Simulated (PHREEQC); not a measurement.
Make-up at 80 °C: 2.8 mmol/kgw CaSO4 and 0.0071 mmol/kgw CO2. Closed to the air; pH follows from the charge balance.

Model: ion-association model, phreeqc.dat, run in PHREEQC.

Each row changes one thing in this solution. No solid was allowed to form.

```csv
case,pH,ionic strength (mol/kgw)
as made,5.89,0.00903
CO2 left out,6.39,0.00903
temperature from 80 to 70 °C,5.86,0.00909
0.0053 mol/kgw NaNO3 added,?,0.0145
CO2 from 7.1e-06 to 7.1e-07 mol/kgw,6.29,0.00903
CO2 from 7.1e-06 to 1.06e-05 mol/kgw,5.80,0.00903
CaSO4 left out,?,1.68e-6
```

**Question.** Complete the blanks.

**Answer.** 
- 0.0053 mol/kgw NaNO3 added, pH: 5.88
- CaSO4 left out, pH: 5.78

Constants without temperature data keep their 25 °C values here.
